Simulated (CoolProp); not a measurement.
R134a along the isotherm 181.85 °C: Z from the reference equation and from simpler models built on Tc = 101.1 °C, pc = 4059 kPa, ω = 0.327; each cubic takes its own stable root.

The numbers come from the reference Helmholtz-energy equation of state, Tillner-Roth 1994 in CoolProp.

| p (kPa) | phase | reference | Redlich-Kwong | Soave-Redlich-Kwong |
|---|---|---|---|---|
| 781 | gas | 0.9666 | 0.9628 | 0.9685 |
| 1560 | gas | 0.9326 | 0.9247 | 0.9368 |
| 2340 | gas | 0.8978 | 0.8855 | 0.9049 |
| 3120 | gas | 0.8623 | 0.8454 | (withheld) |
| 3900 | gas | 0.8263 | 0.8044 | 0.8413 |
| 4680 | supercritical | (withheld) | 0.7629 | 0.8104 |
| 5460 | supercritical | 0.7542 | (withheld) | 0.7807 |
| 6250 | supercritical | 0.7188 | 0.6816 | 0.7526 |
| 7030 | supercritical | 0.6857 | 0.6458 | 0.7278 |
| 7810 | supercritical | 0.6556 | (withheld) | 0.7069 |
| 8590 | supercritical | 0.6297 | 0.5955 | (withheld) |
| 9370 | supercritical | 0.6090 | 0.5833 | 0.6790 |
| 10100 | supercritical | 0.5950 | (withheld) | 0.6725 |

What belongs in the gaps?


- 3120, Soave-Redlich-Kwong: 0.8730
- 4680, reference: 0.7902
- 5460, Redlich-Kwong: 0.7217
- 7810, Redlich-Kwong: 0.6165
- 8590, Soave-Redlich-Kwong: 0.6905
- 10100, Redlich-Kwong: 0.5786
